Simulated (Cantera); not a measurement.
A Cantera script and its output.

```python
import numpy as np
import cantera as ct

gas = ct.Solution("gri30.yaml")
gas.TPX = 1825, 100000, {'CH4': 1, 'N2': 30}
inlet = ct.Reservoir(gas, clone=True)

reactor = ct.IdealGasConstPressureReactor(gas, energy="off", clone=False)
exhaust = ct.Reservoir(gas, clone=True)
tau = [3.8, 1.1, 0.33, 0.099, 0.03, 0.0088, 0.0026, 0.00078, 0.00023][0]
for a, b in ((inlet, reactor), (reactor, exhaust)):
    ct.MassFlowController(a, b, mdot=lambda t: reactor.mass / tau)
net = ct.ReactorNet([reactor])
show = ['CH4', 'CH3', 'H', 'C2H', 'C2H2']

rows = []
print(f"{'tau/s':>10s}{'T/K':>9s}" + "".join(f"{s:>11s}" for s in show))
for tau in [3.8, 1.1, 0.33, 0.099, 0.03, 0.0088, 0.0026, 0.00078, 0.00023]:
    net.initial_time = 0.0
    net.advance(30 * tau)
    before = gas.X
    net.advance(40 * tau)
    drift = np.max(np.abs(gas.X - before) / (gas.X + 1e-9))
    rows.append([gas.T, *gas[show].X, drift])
    print(f"{tau:10.3e}{gas.T:9.1f}" + "".join(f"{x:11.3e}" for x in gas[show].X))
```

Output:

```
     tau/s      T/K        CH4        CH3          H        C2H       C2H2
 3.800e+00   1825.0  6.042e-04  2.468e-05  9.352e-05  3.011e-07  1.522e-02
 1.100e+00   1825.0  1.123e-03  4.546e-05  9.138e-05  2.949e-07  1.500e-02
 3.300e-01   1825.0  2.052e-03  8.191e-05  8.774e-05  2.833e-07  1.455e-02
 9.900e-02   1825.0  3.732e-03  1.459e-04  8.165e-05  2.633e-07  1.369e-02
 3.000e-02   1825.0  6.640e-03  2.523e-04  7.220e-05  2.316e-07  1.217e-02
 8.800e-03   1825.0  1.145e-02  4.218e-04  5.827e-05  1.834e-07  9.557e-03
 2.600e-03   1825.0  1.803e-02  6.416e-04  4.053e-05  1.187e-07  5.806e-03
 7.800e-04   1825.0  2.520e-02  8.056e-04  2.084e-05  4.578e-08  1.874e-03
 2.300e-04   1825.0  3.064e-02  5.996e-04  5.535e-06  4.226e-09  1.086e-04
```

Model: GRI-Mech 3.0 (53 species, 325 reactions), integrated in Cantera. GRI-Mech 3.0 stops at C3 and has no aromatics, soot or wall deposition, so with more carbon than oxygen in the feed, carbon stays in small species such as C2H2 where larger ones or solid carbon would form.
